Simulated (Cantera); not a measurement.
A Cantera script and what it prints.

```python
import numpy as np
import cantera as ct

gas_names = """
    H H2 N NH NH2 NH3 N2 N2H2 N2H4 Si SiH SiH2 SiH3 SiH4 SiN Si2 Si2N Si3
""".split()
cond_names = """
    Si(cr) Si(L) Si3N4(a)
""".split()


# ... load() reads the species with a 1 bar reference pressure and builds the phases ...
atoms = {
    'Si3N4': {'Si': 3, 'N': 4},
    'H2': {'H': 2},
}
top_T = {'Si3N4(a)': 2400}  # K; cautious upper limits of use, not melting points


# ... equilibrate(T, P, feed) seeds the gas with the atoms and calls Mixture.equilibrate('TP', solver="vcs", rtol=1e-11, max_steps=5000) ...
results = []
feed = {'Si3N4': 1, 'H2': 0.48}  # mol
P = 1.8  # Pa
for T in [1573, 1723, 1873, 2023, 2173, 2323, 2473, 2623, 2773, 2923, 3073]:
    mix = equilibrate(T, P, feed)
    results.append((T, P, feed, dict(zip(mix.species_names, mix.species_moles))))
    x = sorted(zip(gas.X, gas.species_names), reverse=True)
    print(f"T = {T:g} K  P = {P:g} Pa  gas = {mix.phase_moles(0):.4g} mol")
    print("   x: " + "  ".join(f"{s} {v:.3e}" for v, s in x if v > 1e-06))
    print("   condensed (mol): " + ("  ".join(f"{mix.phase(i).name} {mix.phase_moles(i):.4g}"
          for i in range(1, mix.n_phases) if mix.phase_moles(i) > 1e-12) or "none"))
```

Result:

```
T = 1573 K  P = 1.8 Pa  gas = 2.493 mol
   x: N2 8.023e-01  H2 1.904e-01  H 4.182e-03  Si 3.055e-03  Si2N 1.808e-05  SiH 1.362e-05  SiN 1.108e-05  Si2 6.414e-06  Si3 1.338e-06
   condensed (mol): Si(cr) 2.992
T = 1723 K  P = 1.8 Pa  gas = 2.65 mol
   x: N2 7.546e-01  H2 1.722e-01  Si 5.463e-02  H 1.783e-02  Si2 2.588e-04  Si2N 1.986e-04  SiH 1.383e-04  SiN 1.131e-04  Si3 6.432e-05  SiH2 2.923e-06
   condensed (mol): Si(L) 2.852
T = 1873 K  P = 1.8 Pa  gas = 5.122 mol
   x: Si 4.899e-01  N2 3.899e-01  H2 7.292e-02  H 4.108e-02  Si2 3.657e-03  Si3 8.366e-04  Si2N 6.949e-04  SiH 5.230e-04  SiN 4.672e-04  SiH2 3.577e-06
   condensed (mol): Si(L) 0.4284
T = 2023 K  P = 1.8 Pa  gas = 5.726 mol
   x: Si 5.212e-01  N2 3.491e-01  H 8.875e-02  H2 3.931e-02  Si2 9.411e-04  SiN 3.222e-04  SiH 2.820e-04  Si2N 6.829e-05  Si3 3.290e-05
   condensed (mol): none
T = 2173 K  P = 1.8 Pa  gas = 5.874 mol
   x: Si 5.098e-01  N2 3.404e-01  H 1.351e-01  H2 1.411e-02  Si2 2.511e-04  SiN 2.248e-04  SiH 1.199e-04  Si2N 8.235e-06  Si3 1.610e-06  N 1.236e-06
   condensed (mol): none
T = 2323 K  P = 1.8 Pa  gas = 5.937 mol
   x: Si 5.049e-01  N2 3.368e-01  H 1.544e-01  H2 3.619e-03  SiN 1.670e-04  Si2 8.090e-05  SiH 4.545e-05  N 6.854e-06  Si2N 1.337e-06
   condensed (mol): none
T = 2473 K  P = 1.8 Pa  gas = 5.954 mol
   x: Si 5.037e-01  N2 3.358e-01  H 1.594e-01  H2 9.196e-04  SiN 1.300e-04  N 3.101e-05  Si2 3.025e-05  SiH 1.785e-05
   condensed (mol): none
T = 2623 K  P = 1.8 Pa  gas = 5.958 mol
   x: Si 5.034e-01  N2 3.356e-01  H 1.606e-01  H2 2.617e-04  N 1.182e-04  SiN 1.044e-04  Si2 1.268e-05  SiH 7.636e-06
   condensed (mol): none
T = 2773 K  P = 1.8 Pa  gas = 5.96 mol
   x: Si 5.032e-01  N2 3.353e-01  H 1.609e-01  N 3.905e-04  SiN 8.603e-05  H2 8.432e-05  Si2 5.841e-06  SiH 3.559e-06
   condensed (mol): none
T = 2923 K  P = 1.8 Pa  gas = 5.963 mol
   x: Si 5.030e-01  N2 3.348e-01  H 1.609e-01  N 1.141e-03  SiN 7.232e-05  H2 3.038e-05  Si2 2.909e-06  SiH 1.788e-06
   condensed (mol): none
T = 3073 K  P = 1.8 Pa  gas = 5.969 mol
   x: Si 5.026e-01  N2 3.336e-01  H 1.608e-01  N 3.002e-03  SiN 6.178e-05  H2 1.205e-05  Si2 1.547e-06
   condensed (mol): none
```

These are equilibrium values from Cantera (NASA tables, ideal gas, pure condensed phases), not measurements of a reactor. The tables' values for SiN are old estimates; treat these amounts as uncertain.
